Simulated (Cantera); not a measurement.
**Halide evaporation, hydrolysis and transport: FeCl₃ + H₂**

Input: 1 mol FeCl₃, 1.2 mol H₂, at 0.530 Pa.

Equilibrium computed with Cantera from the NASA thermochemical tables; the gas is ideal and each condensed phase is pure. Candidate condensed phases: Fe, FeCl₂, FeCl₃; 11 gas species. Rates play no part.

From 975 K to 1175 K the condensed part is Fe(α). From 1275 K to 1375 K the condensed part is Fe(γ). From 1475 K to 1875 K nothing is condensed. The main Fe-bearing gas is FeCl₂ at 975 K and Fe at 1875 K.

```json
[
 {"T (K)": "975", "x HCl": "0.552", "x FeCl₂": "0.280", "x Cl": "6.28e-7", "x H₂": "0.169", "x Fe": "7.96e-10", "x H": "2.04e-7", "n Fe(α)": "0.245", "n Fe(γ)": "0"},
 {"T (K)": "1075", "x HCl": "0.497", "x FeCl₂": "0.307", "x Cl": "6.46e-6", "x H₂": "0.196", "x Fe": "8.51e-8", "x H": "2.82e-6", "n Fe(α)": "0.170", "n Fe(γ)": "0"},
 {"T (K)": "1175", "x HCl": "0.454", "x FeCl₂": "0.329", "x Cl": "4.52e-5", "x H₂": "0.218", "x Fe": "3.97e-6", "x H": "2.48e-5", "n Fe(α)": "0.112", "n Fe(γ)": "0"},
 {"T (K)": "1275", "x HCl": "0.419", "x FeCl₂": "0.346", "x Cl": "0.000235", "x H₂": "0.235", "x Fe": "9.96e-5", "x H": "0.000155", "n Fe(α)": "0", "n Fe(γ)": "0.0660"},
 {"T (K)": "1375", "x HCl": "0.390", "x FeCl₂": "0.359", "x Cl": "0.000965", "x H₂": "0.248", "x Fe": "0.00155", "x H": "0.000741", "n Fe(α)": "0", "n Fe(γ)": "0.0246"},
 {"T (K)": "1475", "x HCl": "0.387", "x FeCl₂": "0.351", "x Cl": "0.00359", "x H₂": "0.242", "x Fe": "0.0131", "x H": "0.00277", "n Fe(α)": "0", "n Fe(γ)": "0"},
 {"T (K)": "1575", "x HCl": "0.431", "x FeCl₂": "0.300", "x Cl": "0.0139", "x H₂": "0.198", "x Fe": "0.0484", "x H": "0.00804", "n Fe(α)": "0", "n Fe(γ)": "0"},
 {"T (K)": "1675", "x HCl": "0.475", "x FeCl₂": "0.216", "x Cl": "0.0507", "x H₂": "0.136", "x Fe": "0.103", "x H": "0.0186", "n Fe(α)": "0", "n Fe(γ)": "0"},
 {"T (K)": "1775", "x HCl": "0.452", "x FeCl₂": "0.112", "x Cl": "0.149", "x H₂": "0.0860", "x Fe": "0.163", "x H": "0.0369", "n Fe(α)": "0", "n Fe(γ)": "0"},
 {"T (K)": "1875", "x HCl": "0.344", "x FeCl₂": "0.0280", "x Cl": "0.287", "x H₂": "0.0664", "x Fe": "0.201", "x H": "0.0734", "n Fe(α)": "0", "n Fe(γ)": "0"}
]
```
x: gas mole fraction; n: condensed amount in mol.
